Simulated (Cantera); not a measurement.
An adiabatic, constant-volume homogeneous reactor starts with 15.2 % CH₄, 1.97 % H₂, 17.5 % O₂, 65.4 % N₂, equivalence ratio 1.8, at 1575 K and 1.01 bar.

Model: GRI-Mech 3.0 (53 species, 325 reactions), integrated in Cantera.

x: mole fraction; the columns are a selection and need not sum to one.

```tsv
t (s)	T (K)	P (bar)	x CH₄	x H₂	x O₂	x NO	x CH₃	x CH₂O	x C₂H₆
2.00e-6	1575	1.01	0.152	0.0197	0.175	<1e-12	(withheld)	1.11e-8	2.23e-11
1.07e-5	1575	1.01	0.152	0.0197	0.175	<1e-12	(withheld)	4.23e-7	5.06e-9
5.69e-5	1575	1.01	0.152	0.0197	0.174	<1e-12	(withheld)	2.39e-5	2.34e-6
0.000304	1617	1.04	0.141	0.0216	0.168	5.05e-11	(withheld)	0.00201	0.00144
0.00162	2870	2.13	5.82e-12	0.123	0.000500	0.00163	1.94e-11	1.20e-8	<1e-12
0.00864	2869	2.13	5.83e-12	0.123	0.000498	0.00168	1.94e-11	1.20e-8	<1e-12
0.0461	2869	2.13	5.83e-12	0.123	0.000498	0.00168	1.94e-11	1.20e-8	<1e-12
0.246	2869	2.13	5.83e-12	0.123	0.000498	0.00168	1.94e-11	1.20e-8	<1e-12
1.31	2869	2.13	5.83e-12	0.123	0.000498	0.00168	1.94e-11	1.20e-8	<1e-12
7.00	2869	2.13	5.83e-12	0.123	0.000498	0.00168	1.94e-11	1.20e-8	<1e-12
```

Task: Fill in the missing entries.

Result: 
- 2.00e-6, x CH₃: 1.64e-6
- 1.07e-5, x CH₃: 1.08e-5
- 5.69e-5, x CH₃: 0.000114
- 0.000304, x CH₃: 0.00146
